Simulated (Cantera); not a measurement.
An isothermal, constant-pressure homogeneous reactor starts with CO : O2 : H2O : N2 = 0.0022 : 0.023 : 0.0026 : 1 (molar parts), equivalence ratio 0.048, at 1325 K and 100.0 Torr. Integrator tolerance rtol = 1e-08.

Model: GRI-Mech 3.0 (53 species, 325 reactions), integrated in Cantera.

What does this change do: temperature 1325 to 1225 K?


```tsv
quantity	before	after
x(CO) at 2.00 s	1.51e-7 (gas-phase equilibrium 1.01e-8)	2.60e-7 (gas-phase equilibrium 1.26e-9)
x(O2) at 2.00 s	0.0213 (gas-phase equilibrium 0.0212)	0.0213 (gas-phase equilibrium 0.0213)
x(H2O) at 2.00 s	0.00253 (gas-phase equilibrium 0.00253)	0.00253 (gas-phase equilibrium 0.00253)
x(CO2) at 2.00 s	0.00214 (gas-phase equilibrium 0.00214)	0.00214 (gas-phase equilibrium 0.00214)
x(O) at 2.00 s	1.12e-6 (gas-phase equilibrium 1.11e-7)	6.31e-7 (gas-phase equilibrium 1.69e-8)
x(NO) at 2.00 s	2.09e-7 (gas-phase equilibrium 0.000165)	7.93e-8 (gas-phase equilibrium 8.39e-5)
```
